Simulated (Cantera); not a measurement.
Charge: 1 mol HCl, 0.069 mol H2O, equilibrated at 2825 °C and 0.0230 bar.

Equilibrium computed with Cantera from the NASA thermochemical tables; the gas is ideal and each condensed phase is pure. The numbers say what is thermodynamically allowed, not how fast it happens.

| species | before | after |
|---|---|---|
| Cl | 0.427 | 0.440 |
| H | 0.356 | 0.423 |
| HCl | 0.115 | 0.0620 |
| H2 | 0.0652 | 0.0400 |
| O | 0.0249 | 0.0285 |
| H2O | 0.00386 | 0.00107 |
| O2 | 0.000578 | 0.000299 |
| OH | 0.00752 | 0.00451 |
| Cl2 | 3.30e-5 | 2.21e-5 |
| ClO | 1.35e-5 | 9.52e-6 |
Gas species are given as mole fractions.

### Question
What was changed between the two runs?
A) temperature from 2825 °C to 2977 °C
B) H2O from 0.069 to 5.5 mol
C) H2O from 0.069 to 0.6 mol
D) pressure from 0.0230 bar to 3.00 bar

### Answer
A, temperature from 2825 °C to 2977 °C
